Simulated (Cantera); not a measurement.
A freely propagating, adiabatic, planar premixed flame of 45.4 % H₂, 8.71 % O₂, 32.8 % N₂, 13.2 % H₂O, equivalence ratio 2.6, unburnt at 723 K and 270000 Pa; multicomponent+Soret transport, grid criteria slope 0.08 and curve 0.16, no radiation.

Model: the H2/O2 subset of GRI-Mech 3.0, which has no nitrogen chemistry, integrated in Cantera. The hydrogen kinetics of GRI-Mech 3.0 are dated; newer H2 mechanisms differ, most at raised pressure. Burning velocities carry a grid error of a few per cent, more on coarse grids.

x: mole fraction of selected species; z is measured from the peak of heat release.

```tsv
z (mm)	T (K)	u (m/s)	x H₂	x O₂	x H₂O	x H	x HO₂	x O
-0.390	723	8.67	0.454	0.0871	0.132	<1e-8	<1e-8	<1e-8
-0.260	723	8.67	0.453	0.0871	0.132	<1e-8	2.53e-8	<1e-8
-0.195	723	8.67	0.453	0.0871	0.132	<1e-8	2.46e-7	<1e-8
-0.130	724	8.67	0.452	0.0873	0.132	2.89e-7	9.20e-6	[?]
-0.0650	778	9.07	0.434	0.0882	0.138	0.000289	0.000521	[?]
-0.0325	990	11.3	0.405	0.0801	0.164	0.00418	0.000428	[?]
0	1294	14.6	0.356	0.0548	0.218	0.0185	0.000196	[?]
0.0325	1512	16.9	0.309	0.0245	0.277	0.0348	7.54e-5	[?]
0.0650	1624	18.2	0.287	0.00842	0.309	0.0410	2.43e-5	[?]
0.130	1720	19.2	0.281	0.00108	0.325	0.0378	2.96e-6	[?]
0.260	1799	19.9	0.286	0.000118	0.328	0.0282	3.92e-7	[?]
0.520	1866	20.6	0.292	4.16e-5	0.331	0.0188	1.64e-7	[?]
1.04	1915	21.1	0.297	1.66e-5	0.333	0.0115	7.14e-8	[?]
```

### Question
Some entries are withheld; supply them.

### Answer

- -0.130, x O: 2.13e-8
- -0.0650, x O: 1.67e-5
- -0.0325, x O: 0.000210
- 0, x O: 0.000924
- 0.0325, x O: 0.00112
- 0.0650, x O: 0.000693
- 0.130, x O: 0.000304
- 0.260, x O: 0.000164
- 0.520, x O: 7.91e-5
- 1.04, x O: 3.16e-5
